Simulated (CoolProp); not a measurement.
Saturation properties of octamethyltrisiloxane (MDM).

The numbers come from the reference Helmholtz-energy equation of state, Thol 2017 in CoolProp.

| T (°C) | p (kPa) | liquid density (kg/m³) | enthalpy of vaporisation (kJ/kg) | liquid cp (kJ/(kg K)) | vapour Z | surface tension (mN/m) |
|---|---|---|---|---|---|---|
| 43.55 | 1.537 | 796.5 | 197.0 | 1.827 | 0.9969 | 14.9 |
| 49.05 | 2.078 | 790.9 | 194.9 | 1.840 | 0.9960 | 14.4 |
| 54.55 | 2.774 | 785.2 | 192.8 | 1.854 | 0.9950 | 14.0 |
| 60.05 | 3.656 | 779.5 | 190.6 | 1.867 | 0.9938 | 13.5 |
| 65.55 | 4.765 | 773.8 | 188.5 | 1.881 | 0.9923 | 13.0 |
| 70.95 | 6.114 | 768.1 | 186.4 | 1.895 | 0.9907 | 12.6 |
| 76.45 | 7.800 | 762.3 | 184.2 | 1.909 | 0.9888 | 12.1 |
| 81.95 | 9.856 | 756.4 | 182.0 | 1.923 | 0.9866 | 11.7 |
| 87.45 | 12.34 | 750.5 | 179.9 | 1.937 | 0.9842 | 11.2 |
| 92.95 | 15.31 | 744.5 | 177.7 | 1.952 | 0.9814 | 10.8 |
| 98.45 | 18.85 | 738.5 | 175.5 | 1.966 | 0.9782 | 10.3 |
| 103.85 | 22.93 | 732.5 | 173.3 | 1.980 | 0.9748 | 9.91 |

It boils at 152.5 °C under 1 atm.

Surface tension comes from a separate correlation (Mulero 2014), older than this fluid's equation and unchecked against measurements.
